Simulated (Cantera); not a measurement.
**Premixed flame**

A freely propagating, adiabatic, planar premixed flame of 20.1 % H2, 16.8 % O2, 63.1 % N2, equivalence ratio 0.60, unburnt at 348 K and 4.93 atm; mixture-averaged transport, grid criteria slope 0.08 and curve 0.16, no radiation.

Detailed kinetics in Cantera: the H2/O2 subset of GRI-Mech 3.0, which has no nitrogen chemistry. The hydrogen kinetics of GRI-Mech 3.0 are dated; newer H2 mechanisms differ, most at raised pressure. Burning velocities carry a grid error of a few per cent, more on coarse grids. Lean hydrogen flames are cellular in practice and burn faster than this planar one.

```json
[
 {"z (mm)": "-0.265", "T (K)": "348", "u (m/s)": "0.494", "x H2": "0.198", "x O2": "0.169", "x OH": "<1e-8", "x HO2": "2.88e-8", "x H2O": "2.03e-5", "x H2O2": "4.63e-8"},
 {"z (mm)": "-0.176", "T (K)": "352", "u (m/s)": "0.494", "x H2": "0.188", "x O2": "0.171", "x OH": "<1e-8", "x HO2": "5.40e-7", "x H2O": "0.000313", "x H2O2": "8.72e-7"},
 {"z (mm)": "-0.132", "T (K)": "363", "u (m/s)": "0.502", "x H2": "0.175", "x O2": "0.173", "x OH": "<1e-8", "x HO2": "2.96e-6", "x H2O": "0.00146", "x H2O2": "4.60e-6"},
 {"z (mm)": "-0.0882", "T (K)": "419", "u (m/s)": "0.562", "x H2": "0.144", "x O2": "0.176", "x OH": "<1e-8", "x HO2": "2.71e-5", "x H2O": "0.00917", "x H2O2": "3.40e-5"},
 {"z (mm)": "-0.0441", "T (K)": "720", "u (m/s)": "0.931", "x H2": "0.0880", "x O2": "0.165", "x OH": "7.24e-6", "x HO2": "0.000412", "x H2O": "0.0557", "x H2O2": "0.000196"},
 {"z (mm)": "-0.0221", "T (K)": "1059", "u (m/s)": "1.35", "x H2": "0.0555", "x O2": "0.142", "x OH": "0.000270", "x HO2": "0.000595", "x H2O": "0.105", "x H2O2": "0.000188"},
 {"z (mm)": "0", "T (K)": "1394", "u (m/s)": "1.78", "x H2": "0.0275", "x O2": "0.113", "x OH": "0.00153", "x HO2": "0.000331", "x H2O": "0.157", "x H2O2": "2.38e-5"},
 {"z (mm)": "0.0221", "T (K)": "1599", "u (m/s)": "2.05", "x H2": "0.0114", "x O2": "0.0926", "x OH": "0.00344", "x HO2": "0.000172", "x H2O": "0.188", "x H2O2": "4.32e-6"},
 {"z (mm)": "0.0441", "T (K)": "1703", "u (m/s)": "2.18", "x H2": "0.00508", "x O2": "0.0842", "x OH": "0.00430", "x HO2": "9.91e-5", "x H2O": "0.202", "x H2O2": "2.73e-6"},
 {"z (mm)": "0.0882", "T (K)": "1783", "u (m/s)": "2.28", "x H2": "0.00164", "x O2": "0.0803", "x OH": "0.00374", "x HO2": "4.03e-5", "x H2O": "0.210", "x H2O2": "1.50e-6"},
 {"z (mm)": "0.176", "T (K)": "1819", "u (m/s)": "2.32", "x H2": "0.000417", "x O2": "0.0797", "x OH": "0.00218", "x HO2": "1.14e-5", "x H2O": "0.214", "x H2O2": "6.72e-7"},
 {"z (mm)": "0.353", "T (K)": "1830", "u (m/s)": "2.33", "x H2": "9.21e-5", "x O2": "0.0798", "x OH": "0.00113", "x HO2": "3.13e-6", "x H2O": "0.215", "x H2O2": "2.76e-7"},
 {"z (mm)": "0.706", "T (K)": "1833", "u (m/s)": "2.34", "x H2": "3.39e-5", "x O2": "0.0799", "x OH": "0.000742", "x HO2": "1.67e-6", "x H2O": "0.215", "x H2O2": "1.61e-7"}
]
```
x: mole fraction of selected species; z is measured from the peak of heat release.

```yaml
laminar_burning_velocity: 49.5 cm/s
thermal_thickness: 0.0882 mm
peak x(OH): 0.00434
peak x(HO2): 0.000629
peak x(H2O2): 0.000224
grid_points: 111
```
